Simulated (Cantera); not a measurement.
A perfectly stirred reactor is fed with 2.87 % CH2O, 1.53 % O2, 95.6 % N2, equivalence ratio 1.9, at 1.00 bar; it is held at 1473 K, and followed from long to short residence time.

Cantera simulation using GRI-Mech 3.0 (53 species, 325 reactions); the numbers are that mechanism's predictions, not measurements.

x: mole fraction; the columns are a selection and need not sum to one.

| τ (s) | x CH2O | x O2 | x HCN | x C2H6 | x H |
|---|---|---|---|---|---|
| 6.2 | 1.58e-7 | 3.48e-6 | 6.56e-10 | <1e-12 | 0.000144 |
| 0.99 | ? | ? | ? | <1e-12 | ? |
| 0.16 | 1.12e-6 | 2.69e-5 | 7.17e-9 | <1e-12 | 0.000784 |
| 0.025 | 3.47e-6 | 8.96e-5 | 1.01e-8 | <1e-12 | 0.00161 |
| 0.0040 | ? | ? | ? | <1e-12 | 0.00263 |
| 0.00065 | 7.43e-5 | 0.00179 | 6.82e-9 | <1e-12 | 0.00270 |
| 0.00010 | 0.0136 | 0.0123 | 9.20e-12 | <1e-12 | 3.84e-5 |

### Question
What belongs in the gaps?

### Answer

- 0.99, x CH2O: 4.12e-7
- 0.99, x O2: 9.34e-6
- 0.99, x HCN: 2.86e-9
- 0.99, x H: 0.000345
- 0.0040, x CH2O: 1.31e-5
- 0.0040, x O2: 0.000352
- 0.0040, x HCN: 8.96e-9
